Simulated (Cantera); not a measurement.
# Transport properties of process gases

Gas mixture: CO = 0.7 (molar parts), at 0.210 Torr, frozen composition.

Cantera's kinetic-theory transport with the Lennard-Jones parameters of GRI-Mech 3.0, ideal gas; thermal conductivity in the mixture-averaged form.

| T (K) | ρ (kg/m³) | cp (J/kg/K) | μ (µPa s) | λ (mW/m/K) | Pr | D (cm²/s) H2 | D (cm²/s) CH4 | D (cm²/s) N2 |
|---|---|---|---|---|---|---|---|---|
| 400 | 0.000236 | 1049 | 22.0 | 31.7 | 0.726 | 4550 | 1340 | 1240 |
| 550 | 0.000172 | 1074 | 27.4 | 41.1 | 0.717 | 7760 | 2320 | 2130 |
| 700 | 0.000135 | 1112 | 32.3 | 50.2 | 0.714 | 11600 | 3500 | 3200 |
| 850 | 0.000111 | 1152 | 36.7 | 59.1 | 0.715 | 16000 | 4860 | 4430 |
| 1000 | 9.43e-5 | 1184 | 40.8 | 67.5 | 0.715 | 21000 | 6380 | 5820 |
| 1150 | 8.20e-5 | 1211 | 44.7 | 75.7 | 0.715 | 26400 | 8060 | 7340 |
| 1300 | 7.26e-5 | 1234 | 48.4 | 83.5 | 0.715 | 32400 | 9890 | 9000 |
| 1450 | 6.51e-5 | 1252 | 51.9 | 91.1 | 0.714 | 38800 | 11900 | 10800 |
D: mixture-averaged diffusion coefficient of that species in the mixture.
